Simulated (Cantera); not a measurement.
## Thermodynamics of roasting and sulfation, feed FeS + SO₃ + CO₂ + H₂S

Charge: 1 mol FeS, 4.3 mol SO₃, 2.9 mol CO₂, 0.42 mol H₂S, held at 0.370 bar.

Method: chemical equilibrium by Gibbs-energy minimisation in Cantera with the NASA 1993 tables (ideal gas, pure condensed phases). Candidate condensed phases: C, C₆H₆, C₇H₈, C₈H₁₈, Fe, Fe(CO)₅, FeO, Fe(OH)₂, Fe(OH)₃, FeS, FeSO₄, FeS₂, Fe₂O₃, Fe₂(SO₄)₃, Fe₃O₄, H₂O, H₂SO₄, S; 127 gas species. Mutual solubility and eutectic melting of coexisting phases are not modelled. The tables' stoichiometric FeO is somewhat more stable than real wüstite, so its field is too wide. FeO: taken at fixed stoichiometry. Gases not in the tables: S₃ to S₇. Rates play no part.

```
T (K)  x SO₂  x CO₂   x H₂O      x CO      x S₂      x SO     x S₂O  n FeS₂(s)  n Fe₃O₄(s)  n FeO(s)  n FeO(l)
-----  -----  -----  ------  --------  --------  --------  --------  ---------  ----------  --------  --------
700    0.628  0.325  0.0470   5.97e-7  0.000123   1.33e-8   5.17e-5     0.0535       0.315         0         0
800    0.626  0.324  0.0466   1.08e-5   0.00196   3.63e-7  0.000377     0.0381       0.321         0         0
900    0.622  0.323  0.0462   8.15e-5   0.00697   3.79e-6  0.000910          0       0.333         0         0
1000   0.622  0.323  0.0463  0.000318   0.00703   1.93e-5  0.000870          0       0.333         0         0
1100   0.622  0.322  0.0464  0.000961   0.00694   7.27e-5  0.000827          0       0.333         0         0
1200   0.622  0.321  0.0463   0.00238   0.00661  0.000217  0.000770          0       0.333         0         0
1300   0.623  0.318  0.0462   0.00499   0.00594  0.000540  0.000690          0       0.333         0         0
1400   0.624  0.313  0.0459   0.00906   0.00483   0.00115  0.000577          0       0.333         0         0
1500   0.625  0.308  0.0457    0.0144   0.00335   0.00210  0.000430          0       0.333         0         0
1600   0.629  0.306  0.0457    0.0150  0.000563   0.00247  0.000111          0       0.230     0.311         0
1700   0.630  0.308  0.0459    0.0126   4.62e-5   0.00226   1.67e-5          0       0.181         0     0.457
1800   0.631  0.312  0.0460   0.00919   2.70e-6   0.00179   1.95e-6          0       0.140         0     0.581
```
x: gas mole fraction; n: condensed amount in mol.

From 700 K to 800 K the condensed part is FeS₂(s) + Fe₃O₄(s). From 900 K to 1500 K the condensed part is Fe₃O₄(s). At 1600 K the condensed part is FeO(s) + Fe₃O₄(s). From 1700 K to 1800 K the condensed part is FeO(l) + Fe₃O₄(s).
